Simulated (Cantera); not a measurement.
Input: 1 mol Fe2O3, 0.21 mol H2S, 1.2 mol H2O, at 1798.15 K and 3.50 bar.

These are equilibrium values from Cantera (NASA tables, ideal gas, pure condensed phases), not measurements of a reactor. Candidate condensed phases: Fe, FeO, Fe(OH)2, Fe(OH)3, FeS, FeSO4, FeS2, Fe2O3, Fe2(SO4)3, Fe3O4, H2O, H2SO4, S; 22 gas species. Mutual solubility and eutectic melting of coexisting phases are not modelled. The tables' stoichiometric FeO is somewhat more stable than real wüstite, so its field is too wide. FeO: taken at fixed stoichiometry. Rates play no part.

Base state: H2O 0.863, SO2 0.129, H2 0.00672, SO 0.000369, OH 0.000131, Fe(OH)2 0.000123, H 1.54e-5, H2S 1.45e-5 (mole fractions); condensed: FeO(l) + Fe3O4(s).

**Question.** What changes in the equilibrium state with this change: pressure from 3.50 bar to 25.0 mbar?

**Answer.** 
```
species          before     after
-------------  --------  --------
H2O               0.863     0.860
SO2               0.129     0.129
H2              0.00672   0.00669
O2              1.32e-5   0.00185
OH             0.000131   0.00154
Fe(OH)2        0.000123  0.000123
H2S             1.45e-5   1.03e-7
O               2.32e-7   3.25e-5
H               1.54e-5  0.000182
FeO(l), mol       0.856     0.877
Fe3O4(s), mol     0.381     0.374
```
